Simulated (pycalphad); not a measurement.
Source of the numbers: pycalphad with the COST 507 light-alloy database (1999); pressure 1 atm. These are 1990s assessments: newer ones move some temperatures and phases. Amounts are mole fractions of atoms. Diffusion is slow at the low end, where real alloys seldom reach equilibrium.

**Question.** Give the equilibrium state of Al-0.3958Si-0.667Mg (wt.%) at 97 °C.

**Answer.** 
```
T = 370.00 K, P = 101325 Pa, N = 1 mol of atoms
G = -10898 J/mol, H = 1544 J/mol, S = 33.63 J/(mol K)  (SER reference)
chemical potentials (J/mol): Al -10669, Si -7125, Mg -43395
phase             fraction      x(Al)      x(Si)      x(Mg)
FCC_A1              0.9888     1.0000    2.3e-06   3.07e-06
MG2SI               0.0111       none     0.3333     0.6667
DIAMOND_A4          0.0001      1e-14     1.0000       none
```

**Question.** Give the equilibrium state of Al-0.3958Si-0.667Mg (wt.%) at 297 °C.

**Answer.** 
```
T = 570.00 K, P = 101325 Pa, N = 1 mol of atoms
G = -18838 J/mol, H = 6898 J/mol, S = 45.15 J/(mol K)  (SER reference)
chemical potentials (J/mol): Al -18618, Si -14958, Mg -50137
phase             fraction      x(Al)      x(Si)      x(Mg)
FCC_A1              0.9896     0.9992   0.000345   0.000489
MG2SI               0.0104       none     0.3333     0.6667
```

Database names, with the compositions (at.%) that they take in these runs: MG2SI: Mg 67 Si 33. FCC_A1 is fcc; DIAMOND_A4 is diamond (Si). An entry "none" or "no" means that the model of the phase leaves that element out.
